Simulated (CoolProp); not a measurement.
A single-stage vapour-compression cycle with CH3F (R41): evaporating at 212.15 K (dew point), condensing at 246.15 K (bubble point), superheat 8 K, subcooling 5 K, compressor efficiency 0.85, no pressure losses. Each further row changes one setting.

Computed with CoolProp (reference Helmholtz-energy equation of state, Lemmon 2006). It is a short technical equation, of lower accuracy than the large ones.

```tsv
case	cooling COP	pressure ratio	discharge temperature (K)	refrigerating effect (kJ/kg)	volumetric capacity (kJ/m³)
as stated	4.48	3.75	310.3	409	1960
evaporating temperature 217.15 K	5.51	3.00	299.7	412	2440
condensing temperature 241.15 K	5.39	3.17	297.4	421	2020
subcooling 10 K	4.60	3.75	310.3	421	2020
superheat 18 K	4.37	3.75	324.1	422	1910
compressor efficiency 0.75	3.95	3.75	319.9	409	1960
```
